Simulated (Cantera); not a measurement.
A perfectly stirred reactor is fed with CH3OH : O2 : N2 = 1 : 2.34 : 8.81 (molar parts), equivalence ratio 0.64, at 13.0 bar; it is adiabatic with a 325 K inlet, and is followed from long to short residence time, starting on the burning branch (τ in s: 0.24, 0.079, 0.026, 0.0085, 0.0028, 0.00092, 0.0003, 9.9e-05, 3.2e-05, 1.1e-05, 3.5e-06).

Model: GRI-Mech 3.0 (53 species, 325 reactions), integrated in Cantera. GRI-Mech 3.0 was tuned for natural gas; its chemistry of methanol as a main component is partial and can be far from experiment. The pressure lies above the range GRI-Mech 3.0 was tuned for (to about 10 atm).

Question: What does this change do: CH3OH 1 to 1.5 parts?

Answer: 
```
quantity                                                                       before                               after
------------------------------------------------  -----------------------------------  ----------------------------------
blow-out, bracketed by the residence times tried  burning at 0.300 ms, out at 99.0 µs  burning at 32.0 µs, out at 11.0 µs
x(CH3OH) at τ = 0.240 s                                                       4.84e-7                             7.74e-8
x(O2) at τ = 0.240 s                                                           0.0663                             0.00725
x(H2O) at τ = 0.240 s                                                           0.158                               0.221
x(CH4) at τ = 0.240 s                                                         1.05e-8                             2.30e-8
x(HCO) at τ = 0.240 s                                                         1.33e-9                             1.87e-9
x(CH3OH) at τ = 0.920 ms                                                      4.98e-5                             1.24e-5
x(O2) at τ = 0.920 ms                                                          0.0676                              0.0111
x(H2O) at τ = 0.920 ms                                                          0.157                               0.218
x(CH4) at τ = 0.920 ms                                                        1.78e-7                             1.04e-6
x(HCO) at τ = 0.920 ms                                                        3.53e-7                             3.40e-7
```

Question: What does this change do: 0.68 parts H2 added?

Answer: 
| quantity | before | after |
|---|---|---|
| blow-out, bracketed by the residence times tried | burning at 0.300 ms, out at 99.0 µs | burning at 32.0 µs, out at 11.0 µs |
| x(CH3OH) at τ = 0.240 s | 4.84e-7 | 1.05e-7 |
| x(O2) at τ = 0.240 s | 0.0663 | 0.0376 |
| x(H2O) at τ = 0.240 s | 0.158 | 0.205 |
| x(CH4) at τ = 0.240 s | 1.05e-8 | 7.82e-9 |
| x(HCO) at τ = 0.240 s | 1.33e-9 | 9.87e-10 |
| x(CH3OH) at τ = 0.920 ms | 4.98e-5 | 1.53e-5 |
| x(O2) at τ = 0.920 ms | 0.0676 | 0.0391 |
| x(H2O) at τ = 0.920 ms | 0.157 | 0.204 |
| x(CH4) at τ = 0.920 ms | 1.78e-7 | 3.37e-7 |
| x(HCO) at τ = 0.920 ms | 3.53e-7 | 2.61e-7 |
